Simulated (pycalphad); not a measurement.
Source of the numbers: pycalphad with the COST 507 light-alloy database (1999); pressure 1 atm. The database dates from 1999; later assessments differ in places, in temperatures and in the compounds included. Phase fractions are per mole of atoms.

Task: Give the equilibrium state of Al-1.83C (at.%) at 352 °C.

Result: 
```
T = 625.00 K, P = 101325 Pa, N = 1 mol of atoms
G = -22053 J/mol, H = 7231 J/mol, S = 46.85 J/(mol K)  (SER reference)
chemical potentials (J/mol): Al -21169, C -69490
phase             fraction      x(Al)       x(C)
FCC_A1              0.9573     1.0000    1.8e-14
AL4C3               0.0427     0.5714     0.4286
```

Task: Give the equilibrium state of Al-1.83C (at.%) at 1377 °C.

Result: LIQUID, fraction 0.959, with 0.08 C at.%; AL4C3, fraction 0.041, with 42.9 C at.%.

Database names, with the compositions (at.%) that they take in these runs: AL4C3: Al 57 C 43. FCC_A1 is fcc.
